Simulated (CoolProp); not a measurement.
Saturation properties of nitrogen (Tc = 126.2 K, pc = 3.396 MPa, ω = 0.037).

Computed with CoolProp (reference Helmholtz-energy equation of state, Span 2000).

```
T (K)  p (MPa)  vapour density (kg/m³)  enthalpy of vaporisation (kJ/kg)  surface tension (mN/m)  liquid viscosity (µPa s)  vapour viscosity (µPa s)
-----  -------  ----------------------  --------------------------------  ----------------------  ------------------------  ------------------------
79.4    0.1281                   5.727                             196.5                    8.42                       148                      5.60
82.7    0.1822                   7.939                             191.9                    7.69                       131                      5.87
85.9    0.2494                   10.65                             187.1                    6.99                       118                      6.13
89.2    0.3364                   14.12                             181.8                    6.28                       105                      6.41
92.4    0.4403                   18.26                             176.3                    5.61                      95.3                      6.70
95.7    0.5701                   23.46                             170.0                    4.94                      86.2                      7.00
99      0.7257                   29.79                             163.2                    4.28                      78.0                      7.33
102.2   0.9036                   37.21                             155.9                    3.66                      71.0                      7.66
105.5    1.118                   46.48                             147.5                    3.05                      64.3                      8.04
108.7    1.358                   57.45                             138.4                    2.47                      58.3                      8.45
112      1.643                   71.41                             127.6                    1.90                      52.5                      8.92
115.3    1.968                   89.10                             115.1                    1.37                      46.8                      9.50
118.5    2.327                   111.7                             100.3                   0.888                      41.2                      10.2
```

It boils at 77.4 K under 1 atm.

Viscosity comes from a separate model (Lemmon 2004). Surface tension comes from a separate correlation (Mulero 2012).
